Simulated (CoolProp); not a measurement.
Octamethyltrisiloxane (MDM) along the isotherm 89.25 °C: fugacity coefficient from the reference equation and from simpler models built on Tc = 292.2 °C, pc = 1.438 MPa, ω = 0.528; each cubic takes its own stable root.

Values from CoolProp's reference Helmholtz-energy equation of state, Thol 2017.

| p (MPa) | phase | reference | van der Waals | Redlich-Kwong | Soave-Redlich-Kwong | Peng-Robinson |
|---|---|---|---|---|---|---|
| 0.0799 | liquid | 0.1643 | 0.9538 | 0.6831 | 0.1646 | 0.1700 |
| 0.16 | liquid | 0.08274 | 0.9074 | 0.3445 | 0.08294 | 0.08561 |
| 0.24 | liquid | 0.05562 | 0.6824 | 0.2319 | 0.05580 | 0.05754 |
| 0.319 | liquid | 0.04220 | 0.5208 | 0.1762 | 0.04237 | 0.04364 |
| 0.399 | liquid | 0.03402 | 0.4225 | 0.1423 | 0.03419 | 0.03518 |
| 0.479 | liquid | 0.02858 | 0.3570 | 0.1197 | 0.02874 | 0.02954 |
| 0.559 | liquid | 0.02469 | 0.3104 | 0.1036 | 0.02485 | 0.02552 |
| 0.639 | liquid | 0.02178 | 0.2754 | 0.09151 | 0.02194 | 0.02251 |
| 0.719 | liquid | 0.01952 | 0.2483 | 0.08213 | 0.01968 | 0.02017 |

At some of these states van der Waals gives the other phase, because its saturation line lies elsewhere.
